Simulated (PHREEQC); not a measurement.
A solution holds 0.0063 mol/kgw Al2(SO4)3, 0.0019 mol/kgw MgSO4 and 0.0055 mol/kgw NaCl, at 85 °C. Closed to the air; pH follows from the charge balance.

Model: ion-association model, wateq4f.dat, run in PHREEQC.

- pH = 3.41
- ionic strength = 0.0357 mol/kgw

```tsv
species	molality	activity	log γ
AlSO4+	0.00897	0.00738	-0.085
SO4-2	0.00739	0.00344	-0.332
Cl-	0.00550	0.00449	-0.089
Na+	0.00537	0.00443	-0.084
Al+3	0.00149	0.000355	-0.623
Al(SO4)2-	0.00123	0.00101	-0.085
MgSO4	0.00111	0.00112	0.004
Mg+2	0.000792	0.000383	-0.316
HSO4-	0.000747	0.000614	-0.085
AlOH+2	0.000620	0.000293	-0.324
H+	0.000455	0.000388	-0.069
Al(OH)2+	0.000289	0.000240	-0.081
```

No solid was allowed to form. The solution is supersaturated, for example in Boehmite (slow to form), Gibbsite (slow to form), so a real one may precipitate; this is no full list. Complexes and solids missing from the database can't appear. Away from 25 °C the constants follow the database's enthalpies or fits; those with neither stay at their 25 °C values.
